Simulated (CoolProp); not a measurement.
m-xylene at 369.02 K and 0.00965 MPa is throttled through a valve to 0.00445 MPa with no heat exchange. Each further row changes one setting.

Values from CoolProp's reference Helmholtz-energy equation of state, Zhou 2012.

```
case                         temperature change (K)  final density (kg/m³)
---------------------------  ----------------------  ---------------------
as stated                                      -0.2                      …
outlet pressure 0.00134 MPa                       …                      …
outlet pressure 0.00579 MPa                    -0.2                      …
```

Q: What belongs in the gaps?

A: 
- as stated, final density (kg/m³): 0.155
- outlet pressure 0.00134 MPa, temperature change (K): -0.4
- outlet pressure 0.00134 MPa, final density (kg/m³): 0.0465
- outlet pressure 0.00579 MPa, final density (kg/m³): 0.201
